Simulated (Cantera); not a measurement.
A perfectly stirred reactor is fed with NH3 : N2 = 1 : 0.14 (molar parts), at 2.00 bar; it is held at 1600 K, and followed from long to short residence time.

Model: the gas-phase N/H chemistry of the illustrative SiF4/NH3 mechanism in the Surface Chemkin manual (1991), integrated in Cantera. Walls and surfaces, which speed up NH3 decomposition in real reactors, are not modelled.

### Question
What does this change do: temperature 1600 to 1350 K?

### Answer
```csv
quantity,before,after
x(NH3) at τ = 1.50 s,0.623,0.872
x(N2H4) at τ = 1.50 s,2.41e-7,2.09e-7
x(N2H2) at τ = 1.50 s,2.72e-7,9.36e-8
x(N) at τ = 1.50 s,4.06e-9,1.46e-11
x(H) at τ = 1.50 s,9.01e-6,2.09e-8
x(NH3) at τ = 0.100 s,0.847,0.877
x(N2H4) at τ = 0.100 s,4.48e-7,2.02e-7
x(N2H2) at τ = 0.100 s,5.74e-7,9.05e-8
x(N) at τ = 0.100 s,2.09e-9,1.30e-12
x(H) at τ = 0.100 s,1.07e-6,1.58e-9
```

### Question
What does this change do: pressure from 2.00 bar to 22.5 Torr?

### Answer
| quantity | before | after |
|---|---|---|
| x(NH3) at τ = 1.50 s | 0.623 | 0.853 |
| x(N2H4) at τ = 1.50 s | 2.41e-7 | 2.25e-8 |
| x(N2H2) at τ = 1.50 s | 2.72e-7 | 1.94e-6 |
| x(N) at τ = 1.50 s | 4.06e-9 | 5.92e-9 |
| x(H) at τ = 1.50 s | 9.01e-6 | 1.61e-6 |
| x(NH3) at τ = 0.100 s | 0.847 | 0.876 |
| x(N2H4) at τ = 0.100 s | 4.48e-7 | 1.47e-8 |
| x(N2H2) at τ = 0.100 s | 5.74e-7 | 1.21e-6 |
| x(N) at τ = 0.100 s | 2.09e-9 | 2.53e-10 |
| x(H) at τ = 0.100 s | 1.07e-6 | 7.98e-8 |
